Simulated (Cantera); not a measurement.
A perfectly stirred reactor is fed with 23.9 % H2, 16.0 % O2, 60.1 % N2, at 240000 Pa; it is adiabatic with a 775 K inlet, and is followed from long to short residence time, starting on the burning branch (τ in s: 0.34, 0.098, 0.028, 0.008, 0.0023, 0.00066, 0.00019, 5.4e-05, 1.5e-05, 4.4e-06).

Detailed kinetics in Cantera: GRI-Mech 3.0 (53 species, 325 reactions). The hydrogen kinetics of GRI-Mech 3.0 are dated; newer H2 mechanisms differ, most at raised pressure.

One state of this run: T (K) = 2426; x H2 = 0.00360; x O2 = 0.0412; x NO = 0.00553; x H = 0.000731; x HO2 = 7.03e-6; x H2O = 0.261. x: mole fraction; the columns are a selection and need not sum to one.

Question: Which value of τ (s) does it belong to?
A) 5.4e-5
B) 0.00019
C) 0.028
D) 0.00066

Answer: C, 0.028
